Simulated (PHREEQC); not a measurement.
Solution (5 °C): 1.4 mmol/kgw NH4HF2 and 0.6 mmol/kgw H2SiF6. Closed to the air; pH follows from the charge balance.

Model: ion-association model, wateq4f.dat, run in PHREEQC.

Question: The ionic strength comes out as 0.00313 mol/kgw. What activity coefficients do HF2-, NH4+, H+, F-, SiF6-2 get?

Answer: HF2- 0.94, NH4+ 0.94, H+ 0.95, F- 0.94, SiF6-2 0.79.

No solid was allowed to form. Constants without temperature data keep their 25 °C values here. SiF6-2 is the database's only silicon fluoride.
